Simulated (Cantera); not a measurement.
What does this Cantera script print?

```python
import numpy as np
import cantera as ct

gas = ct.Solution("gri30.yaml")
gas.TPX = 1975, 1500, {'NO': 1, 'N2': 0.25}
reactor = ct.IdealGasConstPressureReactor(gas, energy="off", clone=False)
net = ct.ReactorNet([reactor])
net.rtol, net.atol = 1e-08, 1e-18
show = ['NO', 'O2', 'N2O', 'N2', 'NO2', 'O']
times = np.geomspace(0.0006, 3, 10)

steps = ct.SolutionArray(gas, extra=["t"])
rows = []
print(f"{'t/s':>10s}{'T/K':>9s}{'P/Pa':>11s}" + "".join(f"{s:>11s}" for s in show))
for t in times:
    while net.time < t:
        t_next = net.step()
        steps.append(gas.state, t=t_next)
    rows.append([np.interp(t, steps.t, y) for y in (steps.T, steps.P, *steps(*show).X.T)])
    print(f"{t:10.3e}{rows[-1][0]:9.1f}{rows[-1][1]:11.4g}" + "".join(f"{x:11.3e}" for x in rows[-1][2:]))
rate = np.gradient(steps.T, steps.t)
print("integrator steps:", len(steps.t))
if steps.T.max() > steps.T[0] + 200:
    print(f"time of steepest temperature rise: {steps.t[rate.argmax()]:.4e} s")
gas.TPX = 1975, 1500, {'NO': 1, 'N2': 0.25}
gas.equilibrate("TP")
print(f"equilibrium (TP): T = {gas.T:.1f} K  " + "  ".join(f"{s} {gas[s].X[0]:.3e}" for s in show))
```

Output:

```
       t/s      T/K       P/Pa         NO         O2        N2O         N2        NO2          O
 6.000e-04   1975.0       1500  8.000e-01  2.705e-08  5.515e-06  2.000e-01  2.583e-08  5.594e-06
 1.546e-03   1975.0       1500  8.000e-01  1.814e-07  1.400e-05  2.000e-01  1.626e-07  1.452e-05
 3.982e-03   1975.0       1500  7.999e-01  1.237e-06  3.470e-05  2.000e-01  9.398e-07  3.818e-05
 1.026e-02   1975.0       1500  7.998e-01  9.003e-06  8.094e-05  2.000e-01  4.459e-06  1.031e-04
 2.643e-02   1975.0       1500  7.993e-01  7.340e-05  1.610e-04  2.001e-01  1.375e-05  2.781e-04
 6.810e-02   1975.0       1500  7.979e-01  5.445e-04  2.218e-04  2.007e-01  2.335e-05  5.850e-04
 1.754e-01   1975.0       1500  7.937e-01  2.528e-03  2.143e-04  2.028e-01  2.859e-05  7.497e-04
 4.520e-01   1975.0       1500  7.824e-01  8.116e-03  2.016e-04  2.084e-01  3.615e-05  8.318e-04
 1.164e+00   1975.0       1500  7.518e-01  2.331e-02  1.753e-04  2.237e-01  5.181e-05  1.008e-03
 3.000e+00   1975.0       1500  6.676e-01  6.517e-02  1.237e-04  2.657e-01  7.655e-05  1.365e-03
integrator steps: 487
equilibrium (TP): T = 1975.0 K  NO 8.533e-03  O2 3.937e-01  N2O 5.116e-08  N2 5.949e-01  NO2 2.571e-06  O 2.839e-03
```

Model: GRI-Mech 3.0 (53 species, 325 reactions), integrated in Cantera. Radical loss at walls, strong at low pressure, is not modelled.
